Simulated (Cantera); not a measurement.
A closed system holds: 1 mol PbO, 2.2 mol CH4, 1.1 mol H2, equilibrated at 1348.15 K and 0.100 bar.

Cantera equilibrium calculation (NASA polynomials, part measured and part estimated; ideal gas, pure solids and liquids). Kinetics and transport are ignored.

```json
[
 {"species": "H2", "before": "0.805", "after": "0.728"},
 {"species": "CO", "before": "0.146", "after": "0.133"},
 {"species": "Pb", "before": "0.0479", "after": "0.133"},
 {"species": "H", "before": "6.58e-6", "after": "0.00519"},
 {"species": "C2H2 (acetylene)", "before": "9.70e-7", "after": "0.000659"},
 {"species": "H2O", "before": "6.87e-5", "after": "1.03e-6"},
 {"species": "CH4", "before": "0.000378", "after": "2.11e-5"},
 {"species": "C(graphite), mol", "before": "1.20", "after": "1.19"},
 {"species": "Pb(l), mol", "before": "0.673", "after": "0"}
]
```
Gas species are given as mole fractions.

Q: What was changed between the two runs?
(A) temperature from 1348.15 K to 1623.15 K
(B) CH4 from 2.2 to 0.45 mol
(C) temperature from 1348.15 K to 1875 K
(D) temperature from 1348.15 K to 2025 K

A: D, temperature from 1348.15 K to 2025 K
